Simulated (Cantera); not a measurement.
A Cantera script and what it prints.

```python
import numpy as np
import cantera as ct

gas_names = """
    B BH BH2 BH3 BN B2 H H2 N NH NH2 NH3 N2 N2H2 N2H4
""".split()
cond_names = """
    B(b) B(L) BN(s)
""".split()


def load(file, names, dense=False):
    # The tables refer to 1 bar. Condensed volumes are neglected.
    table = {s.name: s for s in ct.Species.list_from_file(file)}
    out = []
    for n in names:
        d = dict(table[n].input_data)
        d["thermo"] = dict(d["thermo"], **{"reference-pressure": 1e5})
        if dense:
            d["equation-of-state"] = {"model": "constant-volume", "density": "1e6 g/cm^3"}
        out.append(ct.Species.from_dict(d))
    return out


gas = ct.Solution(thermo="ideal-gas", species=load("nasa_gas.yaml", gas_names))
cond = {s.name: ct.Solution(thermo="fixed-stoichiometry", species=[s], name=s.name)
        for s in load("nasa_condensed.yaml", cond_names, dense=True)}
atoms = {
    'BN': {'B': 1, 'N': 1},
    'H2': {'H': 2},
    'N2': {'N': 2},
}
top_T = {'BN(s)': 3200}  # K; cautious upper limits of use, not melting points


def equilibrate(T, P, feed):
    n = {}
    for name, mol in feed.items():
        for a, k in atoms[name].items():
            n[a] = n.get(a, 0.0) + k * mol
    gas.TPX = T, P, n
    mass = sum(n.values()) * gas.mean_molecular_weight
    gas.equilibrate("TP")
    valid = [c for c in cond.values() if c.min_temp <= T <= top_T.get(c.name, c.max_temp)]
    mix = ct.Mixture([(gas, mass / gas.mean_molecular_weight)] + [(c, 0.0) for c in valid])
    mix.T, mix.P = T, P
    mix.equilibrate("TP", solver="vcs", rtol=1e-11, max_steps=5000)
    return mix


results = []
P = 90  # Pa
for T in [950, 1050, 1150, 1250, 1350, 1450, 1550, 1650, 1750, 1850, 1950, 2050]:
    for m in [0.87, 1.5, 2.5, 4.3, 7.3, 12, 21, 36, 61]:
        feed = {'BN': 1, 'H2': 17, 'N2': m}  # mol
        mix = equilibrate(T, P, feed)
        results.append((T, P, feed, dict(zip(mix.species_names, mix.species_moles))))

for T, P, feed, n in results:
    print(f"{T:7g} {feed['N2']:10.4g}  " + (" + ".join(c for c in cond_names if n.get(c, 0) > 1e-12) or "gas only"))
```

Result:

```
    950       0.87  BN(s)
    950        1.5  BN(s)
    950        2.5  BN(s)
    950        4.3  BN(s)
    950        7.3  BN(s)
    950         12  BN(s)
    950         21  BN(s)
    950         36  BN(s)
    950         61  BN(s)
   1050       0.87  BN(s)
   1050        1.5  BN(s)
   1050        2.5  BN(s)
   1050        4.3  BN(s)
   1050        7.3  BN(s)
   1050         12  BN(s)
   1050         21  BN(s)
   1050         36  BN(s)
   1050         61  BN(s)
   1150       0.87  BN(s)
   1150        1.5  BN(s)
   1150        2.5  BN(s)
   1150        4.3  BN(s)
   1150        7.3  BN(s)
   1150         12  BN(s)
   1150         21  BN(s)
   1150         36  BN(s)
   1150         61  BN(s)
   1250       0.87  BN(s)
   1250        1.5  BN(s)
   1250        2.5  BN(s)
   1250        4.3  BN(s)
   1250        7.3  BN(s)
   1250         12  BN(s)
   1250         21  BN(s)
   1250         36  BN(s)
   1250         61  BN(s)
   1350       0.87  BN(s)
   1350        1.5  BN(s)
   1350        2.5  BN(s)
   1350        4.3  BN(s)
   1350        7.3  BN(s)
   1350         12  BN(s)
   1350         21  BN(s)
   1350         36  BN(s)
   1350         61  BN(s)
   1450       0.87  BN(s)
   1450        1.5  BN(s)
   1450        2.5  BN(s)
   1450        4.3  BN(s)
   1450        7.3  BN(s)
   1450         12  BN(s)
   1450         21  BN(s)
   1450         36  BN(s)
   1450         61  BN(s)
   1550       0.87  BN(s)
   1550        1.5  BN(s)
   1550        2.5  BN(s)
   1550        4.3  BN(s)
   1550        7.3  BN(s)
   1550         12  BN(s)
   1550         21  BN(s)
   1550         36  BN(s)
   1550         61  BN(s)
   1650       0.87  BN(s)
   1650        1.5  BN(s)
   1650        2.5  BN(s)
   1650        4.3  BN(s)
   1650        7.3  BN(s)
   1650         12  BN(s)
   1650         21  BN(s)
   1650         36  BN(s)
   1650         61  BN(s)
   1750       0.87  BN(s)
   1750        1.5  BN(s)
   1750        2.5  BN(s)
   1750        4.3  BN(s)
   1750        7.3  BN(s)
   1750         12  BN(s)
   1750         21  BN(s)
   1750         36  BN(s)
   1750         61  BN(s)
   1850       0.87  BN(s)
   1850        1.5  BN(s)
   1850        2.5  BN(s)
   1850        4.3  BN(s)
   1850        7.3  BN(s)
   1850         12  BN(s)
   1850         21  BN(s)
   1850         36  BN(s)
   1850         61  BN(s)
   1950       0.87  B(b) + BN(s)
   1950        1.5  BN(s)
   1950        2.5  BN(s)
   1950        4.3  BN(s)
   1950        7.3  BN(s)
   1950         12  BN(s)
   1950         21  BN(s)
   1950         36  BN(s)
   1950         61  BN(s)
   2050       0.87  B(b)
   2050        1.5  B(b)
   2050        2.5  B(b)
   2050        4.3  B(b)
   2050        7.3  BN(s)
   2050         12  BN(s)
   2050         21  BN(s)
   2050         36  BN(s)
   2050         61  BN(s)
```

These are equilibrium values from Cantera (NASA tables, ideal gas, pure condensed phases), not measurements of a reactor. Mutual solubility and eutectic melting of coexisting phases are not modelled.
